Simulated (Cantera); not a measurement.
Feed: 1 mol Fe₂O₃, 4.1 mol CH₄, 0.1 mol H₂, at 2275 K and 0.100 bar.

Equilibrium computed with Cantera from the NASA thermochemical tables; the gas is ideal and each condensed phase is pure. Candidate condensed phases: C, C₆H₆, C₇H₈, C₈H₁₈, Fe, Fe(CO)₅, FeO, Fe(OH)₂, Fe(OH)₃, Fe₂O₃, Fe₃O₄, H₂O; 114 gas species. Iron dissolves carbon and melts from about 1420 K in contact with it, which pure phases cannot show. Condensed phases not in the tables: cementite and carbon dissolved in iron. Kinetics and transport are ignored.

Base state: H₂ 0.673, CO 0.248, Fe 0.0539, H 0.0220, C₂H₂ (acetylene) 0.00256, CH₄ 1.02e-5 (mole fractions); condensed: C(graphite) + Fe(l).

Problem. What changes in the equilibrium state with this change: Fe₂O₃ replaced by Fe₃O₄?

Solution. 
```tsv
species	before	after
H₂	0.673	0.618
CO	0.248	0.304
Fe	0.0539	0.0539
H	0.0220	0.0211
CH₄	1.02e-5	8.60e-6
C₂H₂ (acetylene)	0.00256	0.00236
C(graphite), mol	1.04	0.0376
Fe(l), mol	1.35	2.29
```
